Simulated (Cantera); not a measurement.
What does this Cantera script print?

```python
import numpy as np
import cantera as ct

gas_names = """
    Cr CrN H H2 N NH NH2 NH3 N2 N2H2 N2H4
""".split()
cond_names = """
    Cr(cr) Cr(L) CrN(s) Cr2N(s)
""".split()


def load(file, names, dense=False):
    # The tables refer to 1 bar. Condensed volumes are neglected.
    table = {s.name: s for s in ct.Species.list_from_file(file)}
    out = []
    for n in names:
        d = dict(table[n].input_data)
        d["thermo"] = dict(d["thermo"], **{"reference-pressure": 1e5})
        if dense:
            d["equation-of-state"] = {"model": "constant-volume", "density": "1e6 g/cm^3"}
        out.append(ct.Species.from_dict(d))
    return out


gas = ct.Solution(thermo="ideal-gas", species=load("nasa_gas.yaml", gas_names))
cond = {s.name: ct.Solution(thermo="fixed-stoichiometry", species=[s], name=s.name)
        for s in load("nasa_condensed.yaml", cond_names, dense=True)}
atoms = {
    'Cr': {'Cr': 1},
    'NH3': {'N': 1, 'H': 3},
    'N2': {'N': 2},
}
top_T = {'CrN(s)': 1900, 'Cr2N(s)': 1900}  # K; cautious upper limits of use, not melting points


def equilibrate(T, P, feed):
    n = {}
    for name, mol in feed.items():
        for a, k in atoms[name].items():
            n[a] = n.get(a, 0.0) + k * mol
    gas.TPX = T, P, n
    mass = sum(n.values()) * gas.mean_molecular_weight
    gas.equilibrate("TP")
    valid = [c for c in cond.values() if c.min_temp <= T <= top_T.get(c.name, c.max_temp)]
    mix = ct.Mixture([(gas, mass / gas.mean_molecular_weight)] + [(c, 0.0) for c in valid])
    mix.T, mix.P = T, P
    mix.equilibrate("TP", solver="vcs", rtol=1e-11, max_steps=5000)
    return mix


results = []
T = 800  # K
P = 460000  # Pa
for m in [2.7, 4, 6, 8.9, 13, 20, 29, 44, 65, 98]:
    feed = {'Cr': 1, 'NH3': 4.2, 'N2': m}  # mol
    mix = equilibrate(T, P, feed)
    results.append((T, P, feed, dict(zip(mix.species_names, mix.species_moles))))

top = {s: max(r[3][s] / sum(r[3][g] for g in gas_names) for r in results) for s in gas_names}
cols = sorted((s for s in top if top[s] > 1e-06), key=lambda s: -top[s])[:7]
seen = [c for c in cond_names if any(r[3].get(c, 0) > 1e-12 for r in results)]
print("log10 of partial pressures in bar; condensed amounts in mol")
print(f"{'n(N2)':>10s}" + "".join(f"{s[:9]:>10s}" for s in cols + seen))
for T, P, feed, n in results:
    ng = sum(n[g] for g in gas_names)
    print(f"{feed['N2']:10.4g}" + "".join(f"{np.log10(max(n[s] / ng * P / 1e5, 1e-99)):10.3f}" for s in cols)
          + "".join(f"{n.get(c, 0):10.4g}" for c in seen))
```

It prints:

```
log10 of partial pressures in bar; condensed amounts in mol
     n(N2)        N2        H2       NH3    CrN(s)
       2.7     0.271     0.434    -1.738         1
         4     0.335     0.384    -1.781         1
         6     0.401     0.316    -1.850         1
       8.9     0.459     0.234    -1.945         1
        13     0.507     0.139    -2.063         1
        20     0.552     0.013    -2.228         1
        29     0.582    -0.108    -2.395         1
        44     0.607    -0.256    -2.605         1
        65     0.624    -0.403    -2.817         1
        98     0.636    -0.565    -3.054         1
```

These are equilibrium values from Cantera (NASA tables, ideal gas, pure condensed phases), not measurements of a reactor.
